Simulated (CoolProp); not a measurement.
The numbers come from the reference Helmholtz-energy equation of state, Rui 2013 in CoolProp.

### Question
For R236EA, give the phase and the isothermal compressibility (1/MPa), expansivity (1/kK) at 138.85 °C and 3.16 MPa.

### Answer
- 138.85 °C and 3.16 MPa: gas; isothermal compressibility 1.07, expansivity 31.0
